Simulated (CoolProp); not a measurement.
Model: reference Helmholtz-energy equation of state, Thol 2016, in CoolProp.

**Question.** Give the vapour pressure (MPa), liquid cp (kJ/(kg K)), vapour Z, liquid viscosity (µPa s) of saturated R1234ze(E) at -14.55, 67.35, 91.85 °C.

**Answer.** 
```
T (°C)  p (MPa)  liquid cp (kJ/(kg K))  vapour Z  liquid viscosity (µPa s)
------  -------  ---------------------  --------  ------------------------
-14.55    0.122                   1.29     0.952                       310
67.35      1.52                   1.62     0.716                       111
91.85      2.57                   2.14     0.568                      77.3
```

Viscosity comes from a separate model (Bell 2016), an estimate that may be off by 10 % or more.
